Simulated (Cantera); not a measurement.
Charge: 1 mol SiF4, 44 mol NH3, 31 mol N2, equilibrated at 1375 K and 0.0100 bar.

These are equilibrium values from Cantera (NASA tables, ideal gas, pure condensed phases), not measurements of a reactor. Candidate condensed phases: Si, Si3N4; 37 gas species. The tables' values for SiF3, SiF2 are old estimates; treat these amounts as uncertain. Kinetics and transport are ignored.

Base state: H2 0.548, N2 0.441, SiF4 0.00672, HF 0.00326, SiF3 0.000799, SiHF3 0.000208, SiF2 6.86e-5, H 2.54e-5 (mole fractions); condensed: Si3N4(s).

Task: What changes in the equilibrium state with this change: SiF4 replaced by SiH4?

Result: 
```json
[
 {"species": "H2", "before": "0.548", "after": "0.565"},
 {"species": "N2", "before": "0.441", "after": "0.435"},
 {"species": "H", "before": "2.54e-5", "after": "2.58e-5"},
 {"species": "SiF4", "before": "0.00672", "after": "0"},
 {"species": "HF", "before": "0.00326", "after": "0"},
 {"species": "SiF3", "before": "0.000799", "after": "0"},
 {"species": "Si3N4(s), mol", "before": "0.0211", "after": "0.333"}
]
```
